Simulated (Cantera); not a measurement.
## Moist CO burnout

An isothermal, constant-pressure homogeneous reactor starts with CO : O2 : H2O : N2 = 0.012 : 0.11 : 0.059 : 1 (molar parts), at 1225 K and 0.148 atm.

Model: GRI-Mech 3.0 (53 species, 325 reactions), integrated in Cantera.

```json
[
 {"t (s)": "5.00e-5", "x CO": "0.0102", "x O2": "0.0931", "x H2O": "0.0500", "x H2O2": "<1e-12", "x OH": "5.97e-11", "x O": "5.00e-10"},
 {"t (s)": "0.000264", "x CO": "0.0102", "x O2": "0.0931", "x H2O": "0.0500", "x H2O2": "<1e-12", "x OH": "9.93e-10", "x O": "2.51e-9"},
 {"t (s)": "0.00139", "x CO": "0.0102", "x O2": "0.0931", "x H2O": "0.0500", "x H2O2": "2.21e-12", "x OH": "4.55e-8", "x O": "4.58e-8"},
 {"t (s)": "0.00734", "x CO": "0.00653", "x O2": "0.0909", "x H2O": "0.0492", "x H2O2": "3.31e-7", "x OH": "0.000625", "x O": "0.00109"},
 {"t (s)": "0.0387", "x CO": "8.69e-5", "x O2": "0.0885", "x H2O": "0.0501", "x H2O2": "8.97e-8", "x OH": "0.000149", "x O": "5.07e-5"},
 {"t (s)": "0.204", "x CO": "1.83e-6", "x O2": "0.0885", "x H2O": "0.0502", "x H2O2": "8.51e-9", "x OH": "3.16e-5", "x O": "2.20e-6"},
 {"t (s)": "1.08", "x CO": "3.15e-8", "x O2": "0.0885", "x H2O": "0.0502", "x H2O2": "1.04e-9", "x OH": "9.94e-6", "x O": "2.17e-7"},
 {"t (s)": "5.69", "x CO": "4.01e-9", "x O2": "0.0885", "x H2O": "0.0502", "x H2O2": "2.33e-10", "x OH": "4.51e-6", "x O": "4.48e-8"},
 {"t (s)": "30.0", "x CO": "2.78e-9", "x O2": "0.0885", "x H2O": "0.0502", "x H2O2": "1.73e-10", "x OH": "3.85e-6", "x O": "3.26e-8"}
]
```
x: mole fraction; the columns are a selection and need not sum to one.

Equilibrium at this temperature and pressure: CO 2.77e-9, O2 0.0884, H2O 0.0502, H2O2 1.73e-10, OH 3.84e-6, O 3.25e-8 (gas phase only).
